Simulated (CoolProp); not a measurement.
n-heptane along the isotherm 321.35 °C: density (kg/m³) from the reference equation and from simpler models built on Tc = 268.1 °C, pc = 2.774 MPa, ω = 0.349; each cubic takes its own stable root.

Values from CoolProp's reference Helmholtz-energy equation of state, Span 2003. It is a short technical equation, of lower accuracy than the large ones.

```
p (MPa)          phase  reference  ideal gas  van der Waals
-------  -------------  ---------  ---------  -------------
0.0219             gas     0.4448     0.4440         0.4448
0.045              gas     0.9159     0.9122         0.9157
0.0925             gas      1.891      1.875          1.890
0.19               gas      3.919      3.852          3.916
0.39               gas      8.199      7.906          8.185
0.801              gas      17.56      16.24          17.50
1.64               gas      39.71      33.25          39.52
3.38     supercritical      110.9      68.52          118.3
6.93     supercritical      336.0      140.5          269.0
```
